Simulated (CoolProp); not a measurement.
Vapour-liquid equilibrium of R125 (1) + propylene (2) at 2.1 bar; x and y are mole fractions of (1).

Computed with CoolProp (multi-fluid Helmholtz-energy mixture model, Lemmon 2005 and Lemmon 2013; pair parameters Bell 2016).

```
x     bubble temperature (°C)  y at the bubble point  dew temperature at overall composition x (°C)  liquid density (mol/L)
----  -----------------------  ---------------------  ---------------------------------------------  ----------------------
0.05                    -32.7                  0.130                                          -31.2                   13.90
0.15                    -35.7                  0.288                                          -33.1                   13.70
0.25                    -37.2                  0.378                                          -35.0                   13.48
0.35                    -37.9                  0.439                                          -36.7                   13.27
0.45                    -38.2                  0.487                                          -38.0                   13.06
0.55                    -38.3                  0.531                                          -38.2                   12.88
0.65                    -38.0                  0.581                                          -37.3                   12.71
0.75                    -37.4                  0.645                                          -36.0                   12.54
0.85                    -36.2                  0.738                                          -34.4                   12.39
0.95                    -33.8                  0.887                                          -32.8                   12.21
```

y crosses x between x = 0.45 and 0.55: the model has an azeotrope there.

The pair parameters rest on a limited set of measurements; away from them the model extrapolates.
